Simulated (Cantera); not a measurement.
Cantera run:

```python
import numpy as np
import cantera as ct

gas_names = """
    F F2 H HF H2 H2F2 H3F3 H4F4 H5F5 H6F6 H7F7 N NF NF2 NF3 NH NH2 NH3 N2 N2H2 N2H4 Si SiF SiF2 SiF3
    SiF4 SiH SiHF3 SiH2 SiH2F2 SiH3 SiH3F SiH4 SiN Si2 Si2N Si3
""".split()
cond_names = """
    Si(cr) Si(L) Si3N4(a)
""".split()


# ... load() reads the species with a 1 bar reference pressure and builds the phases ...
atoms = {
    'SiF4': {'Si': 1, 'F': 4},
    'N2': {'N': 2},
    'H2': {'H': 2},
}
top_T = {'Si3N4(a)': 2400}  # K; cautious upper limits of use, not melting points


# ... equilibrate(T, P, feed) seeds the gas with the atoms and calls Mixture.equilibrate('TP', solver="vcs", rtol=1e-11, max_steps=5000) ...
results = []
feed = {'SiF4': 1, 'N2': 93, 'H2': 0.83}  # mol
P = 2100  # Pa
for T in [1148, 1198, 1248, 1298, 1348, 1398, 1448, 1498, 1548]:
    mix = equilibrate(T, P, feed)
    results.append((T, P, feed, dict(zip(mix.species_names, mix.species_moles))))

top = {s: max(r[3][s] / sum(r[3][g] for g in gas_names) for r in results) for s in gas_names}
cols = sorted((s for s in top if top[s] > 0.0001), key=lambda s: -top[s])[:9]
seen = [c for c in cond_names if any(r[3].get(c, 0) > 1e-12 for r in results)]
print("log10 of partial pressures in bar; condensed amounts in mol")
print(f"{'T/K':>10s}" + "".join(f"{s[:9]:>10s}" for s in cols + seen))
for T, P, feed, n in results:
    ng = sum(n[g] for g in gas_names)
    print(f"{T:10.4g}" + "".join(f"{np.log10(max(n[s] / ng * P / 1e5, 1e-99)):10.3f}" for s in cols)
          + "".join(f"{n.get(c, 0):10.4g}" for c in seen))
```

Result:

```
log10 of partial pressures in bar; condensed amounts in mol
       T/K        N2      SiF4        H2        HF      SiF3      SiF2  Si3N4(a)
      1148    -1.686    -3.658    -3.740    -5.487    -6.210    -8.657  0.000911
      1198    -1.686    -3.659    -3.741    -5.361    -5.860    -8.017  0.001001
      1248    -1.686    -3.662    -3.743    -5.246    -5.539    -7.430  0.000875
      1298    -1.686    -3.668    -3.745    -5.141    -5.246    -6.890 0.0002999
      1348    -1.686    -3.675    -3.749    -4.985    -5.036    -6.513         0
      1398    -1.686    -3.685    -3.755    -4.817    -4.870    -6.217         0
      1448    -1.686    -3.698    -3.763    -4.661    -4.721    -5.947         0
      1498    -1.687    -3.715    -3.774    -4.517    -4.587    -5.702         0
      1548    -1.687    -3.737    -3.789    -4.385    -4.468    -5.479         0
```

Cantera equilibrium calculation (NASA polynomials, part measured and part estimated; ideal gas, pure solids and liquids). N2 is the only nitrogen source here; it is nearly inert below about 1500 K, so the nitride shown seldom forms there in practice. The tables' values for SiF3, SiF2 are old estimates; treat these amounts as uncertain.
